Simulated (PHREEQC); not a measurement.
Solution (25 °C): 0.16 mol Pb(NO3)2, 5.9e-05 mol CaCl2, 0.00039 mol NaHCO3, 3.3e-05 mol NaCl and 0.0021 mol H2SO4 per kg of water. Closed to the air; pH follows from the charge balance.

All values are PHREEQC results (ion-association model, phreeqc.dat), not measurements.

The ionic strength comes out as 0.328 mol/kgw. What activity coefficients do Cl-, PbCl+, PbHCO3+, SO4-2, H+ get?

Cl- 0.68, PbCl+ 0.73, PbHCO3+ 0.73, SO4-2 0.24, H+ 0.78.

Precipitation was switched off in this run. Examples of supersaturated solids here: Anglesite. Others may be too.
